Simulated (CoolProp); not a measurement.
Vapour-liquid equilibrium of propane (1) + isohexane (2) at -17.35 °C; x and y are mole fractions of (1).

Model: multi-fluid Helmholtz-energy mixture model, Lemmon 2009 and Lemmon 2006; pair parameters Bell 2016, in CoolProp.

```csv
x,bubble pressure (MPa),y at the bubble point,dew pressure at overall composition x (MPa),liquid density (mol/L)
0.05,0.01745,0.810,0.003627,8.127
0.125,0.03817,0.919,0.003935,8.382
0.2,0.05854,0.951,0.004300,8.650
0.275,0.07860,0.966,0.004739,8.931
0.35,0.09837,0.975,0.005279,9.227
0.425,0.1179,0.981,0.005956,9.537
0.5,0.1372,0.986,0.006833,9.864
0.575,0.1564,0.989,0.008012,10.21
0.65,0.1756,0.992,0.009683,10.57
0.725,0.1948,0.994,0.01223,10.95
0.8,0.2143,0.996,0.01661,11.35
0.875,0.2341,0.997,0.02584,11.76
0.95,0.2546,0.999,0.05798,12.20
```

No azeotrope shows between x = 0.05 and 0.95.

The pair parameters rest on a limited set of measurements; away from them the model extrapolates. The gap from Raoult's law changes sign with composition, which may be real or a fault of the pair parameters; it wasn't checked against measurements.
